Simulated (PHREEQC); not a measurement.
Solution (25 °C): 0.14 mol/kgw CdCl2 and 0.00069 mol/kgw CuCl2. It is in equilibrium with CO2 at log p = -3.5 (atm). Otherwise closed; pH follows from the charge balance.

Equilibrium calculation in PHREEQC: ion-association model, phreeqc.dat.

The pH comes out as 5.23 and the ionic strength comes out as 0.158 mol/kgw. The density is 1.019 g/cm³.

| species | molality | activity | log γ |
|---|---|---|---|
| Cl- | 0.133 | 0.0972 | -0.135 |
| CdCl+ | 0.0892 | 0.0676 | -0.121 |
| CdCl2 | 0.0264 | 0.0274 | 0.016 |
| Cd+2 | 0.0221 | 0.00728 | -0.483 |
| CdCl3- | 0.00222 | 0.00168 | -0.121 |
| Cu+2 | 0.000610 | 0.000214 | -0.454 |
| CuCl+ | 7.62e-5 | 5.61e-5 | -0.133 |

No solid was allowed to form. Complexes and solids missing from the database can't appear.
